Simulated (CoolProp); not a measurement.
Tetradecamethylhexasiloxane (MD4M) at several states: Z from the reference equation and from simpler models built on Tc = 380.0 °C, pc = 0.8286 MPa, ω = 0.800; each cubic takes its own stable root.

Model: reference Helmholtz-energy equation of state, Thol 2019, in CoolProp.

| T (°C) | p (MPa) | phase | reference |
|---|---|---|---|
| 132.25 | 3.48 | liquid | 0.5995 |
| 72.15 | 1.97 | liquid | 0.3730 |
| 109.65 | 0.221 | liquid | 0.03961 |
| 12.65 | 0.0204 | liquid | 0.004385 |
| 253.25 | 0.214 | liquid | 0.03467 |

Q: How far does each simpler model (van der Waals, Soave-Redlich-Kwong, Peng-Robinson) lie from the reference over these 5 states: mean and median of the absolute difference, and the worst?

A: 
- van der Waals: mean 537.1 %, median 83.8 %, worst +2358.9 % at 253.25 °C and 0.214 MPa
- Soave-Redlich-Kwong: mean 15.4 %, median 14.9 %, worst +20.4 % at 12.65 °C and 0.0204 MPa
- Peng-Robinson: mean 3.2 %, median 2.3 %, worst +7.6 % at 12.65 °C and 0.0204 MPa

At some of these states van der Waals gives the other phase, because its saturation line lies elsewhere.
